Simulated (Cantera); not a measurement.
Charge: 1 mol Si₃N₄, 0.0032 mol Si, 2.4 mol H₂, held at 2200 °C and 20.0 Pa.

Cantera equilibrium calculation (NASA polynomials, part measured and part estimated; ideal gas, pure solids and liquids). Candidate condensed phases: Si, Si₃N₄; 18 gas species. The tables' values for SiN are old estimates; treat these amounts as uncertain. Kinetics and transport are ignored.

Base state: H 0.395, Si 0.325, N₂ 0.217, H₂ 0.0627, SiH 0.000317, SiN 0.000225, Si₂ 0.000140 (mole fractions); condensed: gas only.

Q: What changes in the equilibrium state with this change: H₂ from 2.4 to 0.86 mol?

A: 
| species | before | after |
|---|---|---|
| Si | 0.325 | 0.455 |
| N₂ | 0.217 | 0.303 |
| H | 0.395 | 0.221 |
| H₂ | 0.0627 | 0.0197 |
| Si₂ | 0.000140 | 0.000274 |
| SiN | 0.000225 | 0.000372 |
